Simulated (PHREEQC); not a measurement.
Dissolve 0.0033 mol/kgw Cu(BF4)2 and 0.039 mol/kgw Na2SO4 at 6.9 °C. Closed to the air; pH follows from the charge balance.

All values are PHREEQC results (ion-association model, phreeqc.dat), not measurements.

Q: The ionic strength comes out as 0.113 mol/kgw. What activity coefficients do Cu+2, BF3OH-, CuF+, Na+, NaSO4- get?

A: Cu+2 0.40, BF3OH- 0.78, CuF+ 0.78, Na+ 0.78, NaSO4- 0.79.

This is a speciation only: nothing precipitates in the calculation. Away from 25 °C the constants follow the database's enthalpies or fits; those with neither stay at their 25 °C values. Real BF4- forms and hydrolyses slowly; the run takes it at equilibrium.
